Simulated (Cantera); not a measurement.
An isothermal, constant-pressure homogeneous reactor starts with 0.187 % CO, 1.57 % O₂, 0.0314 % H₂O, 98.2 % N₂, equivalence ratio 0.059, at 1100 K and 203 Torr.

Cantera simulation using GRI-Mech 3.0 (53 species, 325 reactions); the numbers are that mechanism's predictions, not measurements.

One state of this run: x CO = 0.000124; x O₂ = 0.0148; x H₂O = 0.000313; x NO = 3.16e-8; x OH = 2.72e-6. x: mole fraction; the columns are a selection and need not sum to one.

Task: Which value of t (s) does it belong to?
(A) 0.921
(B) 0.0152
(C) 20.0
(D) 7.17

Result: A, 0.921
